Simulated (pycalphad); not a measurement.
All values are pycalphad results on the COST 507 light-alloy database (1999) (1 atm), not direct measurements. The database dates from 1999; later assessments differ in places, in temperatures and in the compounds included. Phase fractions are per mole of atoms.

Give the equilibrium state of Ti-75.4B (at.%) at 1300 K.


```
T = 1300.00 K, P = 101325 Pa, N = 1 mol of atoms
G = -110718 J/mol, H = -55462 J/mol, S = 42.50 J/(mol K)  (SER reference)
chemical potentials (J/mol): Ti -375121, B -24454
phase             fraction      x(Ti)       x(B)
B2M                 0.7380     0.3333     0.6667
BETA_RHOMBO_B       0.2620       none     1.0000
```

Give the equilibrium state of Ti-75.4B (at.%) at 2950 K.

B2M, fraction 0.560, with 66.7 B at.%; LIQUID, fraction 0.440, with 86.5 B at.%.

Database names, with the compositions (at.%) that they take in these runs: B2M: B 67 Ti 33. BETA_RHOMBO_B is β-boron. An entry "none" or "no" means that the model of the phase leaves that element out.
